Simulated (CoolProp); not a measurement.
Vapour pressure (bar) of carbon monoxide: the reference equation beside estimates from Tc = 132.9 K, pc = 34.98 bar, ω = 0.050.

Computed with CoolProp (reference Helmholtz-energy equation of state, Lemmon 2006). It is a short technical equation, of lower accuracy than the large ones.

| T (K) | reference | Lee-Kesler | van der Waals | Redlich-Kwong | Soave-Redlich-Kwong | Peng-Robinson |
|---|---|---|---|---|---|---|
| 83.6 | 1.260 | 1.260 | 3.978 | 1.161 | 1.254 | 1.277 |
| 85.8 | 1.587 | 1.588 | 4.588 | 1.490 | 1.582 | 1.604 |
| 87.9 | 1.956 | 1.958 | 5.225 | 1.865 | 1.952 | 1.972 |
| 90.1 | 2.407 | 2.410 | 5.954 | 2.327 | 2.406 | 2.423 |
| 92.3 | 2.932 | 2.936 | 6.746 | 2.868 | 2.934 | 2.946 |
| 94.4 | 3.507 | 3.512 | 7.564 | 3.465 | 3.514 | 3.520 |
| 96.6 | 4.195 | 4.200 | 8.487 | 4.180 | 4.208 | 4.206 |
| 98.7 | 4.938 | 4.944 | 9.434 | 4.956 | 4.960 | 4.948 |
| 100.9 | 5.815 | 5.820 | 10.50 | 5.871 | 5.848 | 5.825 |
| 103.1 | 6.799 | 6.803 | 11.63 | 6.900 | 6.846 | 6.810 |
| 105.2 | 7.846 | 7.847 | 12.79 | 7.993 | 7.909 | 7.859 |
| 107.4 | 9.062 | 9.058 | 14.07 | 9.260 | 9.144 | 9.079 |
| 109.5 | 10.34 | 10.33 | 15.37 | 10.59 | 10.45 | 10.37 |
| 111.7 | 11.82 | 11.80 | 16.81 | 12.12 | 11.95 | 11.85 |

Absolute difference from the reference over all 14 rows, mean and median: Lee-Kesler 0.1 and 0.1 %, van der Waals 108.5 and 96.7 %, Redlich-Kwong 2.7 and 2.2 %, Soave-Redlich-Kwong 0.5 and 0.5 %, Peng-Robinson 0.5 and 0.3 %.
